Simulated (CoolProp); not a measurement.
Vapour-liquid equilibrium of n-hexane (1) + toluene (2) at 293.4 K; x and y are mole fractions of (1).

Values from CoolProp's multi-fluid Helmholtz-energy mixture model, Thol 2019 and Lemmon 2006; pair parameters Bell 2016.

Q: Give the bubble pressure and the first vapour's composition at x = 0.2, 0.35, 0.5. Is there an azeotrope?

A: x = 0.2: 0.006980 MPa, y = 0.651; x = 0.35: 0.009114 MPa, y = 0.772; x = 0.5: 0.01089 MPa, y = 0.843. No azeotrope shows between x = 0.05 and 0.95.

Pair parameters are fitted to limited data, so mixtures are less certain than the pure fluids.
